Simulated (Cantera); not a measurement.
Feed: 1 mol CH3Cl, 1.1 mol F2, 2.1 mol H2, held at 750 °C and 3200 Pa.

Method: chemical equilibrium by Gibbs-energy minimisation in Cantera with the NASA 1993 tables (ideal gas, pure condensed phases). Candidate condensed phases: C, C6H6, C7H8, C8H18; 118 gas species. The numbers say what is thermodynamically allowed, not how fast it happens.

Base state: HF 0.423, H2 0.384, HCl 0.192, CH4 0.000354 (mole fractions); condensed: C(graphite).

Q: What changes in the equilibrium state with this change: F2 from 1.1 to 2.2 mol?

A: 
```tsv
species	before	after
HF	0.423	0.698
HCl	0.192	0.159
H2	0.384	0.143
CH4	0.000354	4.89e-5
C(graphite), mol	0.998	1.000
```
